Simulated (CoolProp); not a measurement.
A single-stage vapour-compression cycle with R113: evaporating at 308.15 K (dew point), condensing at 338.15 K (bubble point), superheat 8 K, subcooling 8 K, compressor efficiency 0.6, no pressure losses. Each further row changes one setting.

Values from CoolProp's reference Helmholtz-energy equation of state, Marx 1992.

```
case                              cooling COP  pressure ratio  discharge temperature (K)  refrigerating effect (kJ/kg)  volumetric capacity (kJ/m³)
--------------------------------  -----------  --------------  -------------------------  ----------------------------  ---------------------------
as stated                                5.85            2.66                      351.4                           133                          638
evaporating temperature 313.15 K         7.28               …                          …                           136                          772
condensing temperature 333.15 K          7.17               …                      346.0                           138                          661
subcooling 13 K                             …            2.66                      351.4                           138                          661
superheat 18 K                              …            2.66                      361.9                           140                            …
compressor efficiency 0.5                   …            2.66                          …                           133                          638
```

**Question.** Fill in the missing entries.

**Answer.** 
- evaporating temperature 313.15 K, pressure ratio: 2.23
- evaporating temperature 313.15 K, discharge temperature (K): 350.2
- condensing temperature 333.15 K, pressure ratio: 2.29
- subcooling 13 K, cooling COP: 6.06
- superheat 18 K, cooling COP: 5.94
- superheat 18 K, volumetric capacity (kJ/m³): 648
- compressor efficiency 0.5, cooling COP: 4.88
- compressor efficiency 0.5, discharge temperature (K): 357.7
